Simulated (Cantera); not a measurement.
**Catalytic stagnation flow on Pt**

A jet of 3.54 % CH₄, 11.8 % O₂, 84.7 % N₂, equivalence ratio 0.60 at 300 K and 63.0 Torr hits a platinum plate 3.9 cm away at a mass flux of 0.17 kg/m²/s; the plate temperature is set and raised in steps from an oxygen-covered start.

Cantera simulation using Deutschmann's 1995 Pt surface mechanism with GRI-Mech 3.0 gas chemistry; the numbers are that mechanism's predictions, not measurements. Catalytic surfaces can have several steady states; this one follows from the mechanism file's or the stated starting coverage.

```csv
plate T (K),wall x CH₄,wall x O₂,wall x H₂O,wall x OH,wall x CO,wall x CO₂,θ free Pt,θ O*,θ OH*
950,0.0230,0.0916,0.0230,8.21e-8,1.25e-5,0.0151,0.282,0.717,0.00108
1000,0.0187,0.0823,0.0311,2.36e-7,1.39e-5,0.0205,0.357,0.642,0.00111
1050,0.0151,0.0747,0.0377,5.87e-7,1.51e-5,0.0249,0.432,0.567,0.00107
1100,0.0123,0.0689,0.0426,1.31e-6,1.65e-5,0.0282,0.504,0.495,0.000984
1150,0.0103,0.0646,0.0463,2.66e-6,1.83e-5,0.0306,0.572,0.427,0.000882
1200,0.00878,0.0615,0.0489,5.01e-6,2.06e-5,0.0324,0.634,0.365,0.000776
1250,0.00767,0.0593,0.0508,8.85e-6,2.38e-5,0.0336,0.691,0.308,0.000673
1300,0.00691,0.0579,0.0520,1.48e-5,2.83e-5,0.0344,0.742,0.258,0.000578
```
x: mole fraction at the wall; θ: surface coverage.
